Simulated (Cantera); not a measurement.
What does this Cantera script print?

```python
import numpy as np
import cantera as ct

surf = ct.Interface("diamond.yaml", "diamond_100")
gas, bulk = surf.adjacent["gas"], surf.adjacent["diamond"]
k = surf.kinetics_species_index(bulk.species_names[0])
cover = ["c6HH", "c6H*", "c6*H", "c6**", "c6HM", "c6B"]

rows, drift = [], 0.0
print(f"{'xH':>10s}{'um/h':>11s}" + "".join(f"{s:>11s}" for s in cover))
for v in [0.0001, 0.00023, 0.00052, 0.0012, 0.0027, 0.0061, 0.014, 0.031, 0.071]:
    T, P, xH, xCH3 = 1075, 5200, v, 0.0014
    gas.TPX = T, P, {"H": xH, "CH3": xCH3, "CH4": 0.015, "H2": 1 - xH - xCH3 - 0.015}
    surf.TP = bulk.TP = T, P
    surf.coverages = "c6H*:0.1, c6HH:0.9"
    surf.advance_coverages(100.0)
    before = surf.coverages
    surf.advance_coverages(100.0)
    drift = max(drift, np.max(np.abs(surf.coverages - before) / (surf.coverages + 1e-9)))
    rate = surf.net_production_rates[k] * bulk.mean_molecular_weight / bulk.density * 3.6e9
    rows.append([rate, *surf[cover].coverages])
    print(f"{v:10.4g}{rate:11.4e}" + "".join(f"{x:11.3e}" for x in rows[-1][1:]))
```

It prints:

```
        xH       um/h       c6HH       c6H*       c6*H       c6**       c6HM        c6B
    0.0001 2.0113e+00  4.247e-01  1.488e-02  2.504e-01  1.619e-03  2.039e-01  5.458e-09
   0.00023 4.7486e+00  3.930e-01  1.597e-02  2.687e-01  3.252e-03  2.119e-01  1.289e-08
   0.00052 1.0049e+01  3.891e-01  1.704e-02  2.865e-01  5.572e-03  2.014e-01  2.727e-08
    0.0012 1.8983e+01  4.095e-01  1.868e-02  3.141e-01  8.415e-03  1.671e-01  5.151e-08
    0.0027 2.9753e+01  4.446e-01  2.076e-02  3.488e-01  1.114e-02  1.174e-01  8.074e-08
    0.0061 3.9508e+01  4.797e-01  2.273e-02  3.812e-01  1.332e-02  6.933e-02  1.072e-07
     0.014 4.6225e+01  5.047e-01  2.416e-02  4.038e-01  1.475e-02  3.542e-02  1.254e-07
     0.031 4.9829e+01  5.182e-01  2.507e-02  4.157e-01  1.551e-02  1.726e-02  1.352e-07
     0.071 5.1804e+01  5.251e-01  2.589e-02  4.214e-01  1.596e-02  7.834e-03  1.406e-07
```

Model: the Harris–Goodwin 1993 mechanism for the reconstructed diamond (100) surface, integrated in Cantera.
